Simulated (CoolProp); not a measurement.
Saturation properties of cyclohexane (Tc = 553.6 K, pc = 40.81 bar, ω = 0.209).

Model: reference Helmholtz-energy equation of state, Zhou 2014, in CoolProp.

```tsv
T (K)	p (bar)	liquid density (kg/m³)	vapour density (kg/m³)	enthalpy of vaporisation (kJ/kg)	liquid viscosity (µPa s)
286.7	0.07579	784.6	0.2691	399.7	1090
299.4	0.1377	772.7	0.4696	391.7	871
312.1	0.2362	760.6	0.7761	383.7	712
324.8	0.3855	748.3	1.224	375.6	593
337.4	0.6004	736.0	1.849	367.4	502
350.1	0.9036	723.3	…	358.9	430
362.8	1.315	710.3	3.843	350.2	372
375.5	1.859	697.1	…	341.1	324
388.1	2.554	683.6	7.180	331.8	284
400.8	3.439	669.6	9.532	…	251
413.5	4.536	655.1	12.45	311.4	223
```

Question: Some entries are withheld; supply them.

Answer: 
- 350.1, vapour density (kg/m³): 2.706
- 375.5, vapour density (kg/m³): 5.318
- 400.8, enthalpy of vaporisation (kJ/kg): 321.9

It boils at 353.9 K under 1 atm.

Viscosity comes from a separate model (Tariq 2014).
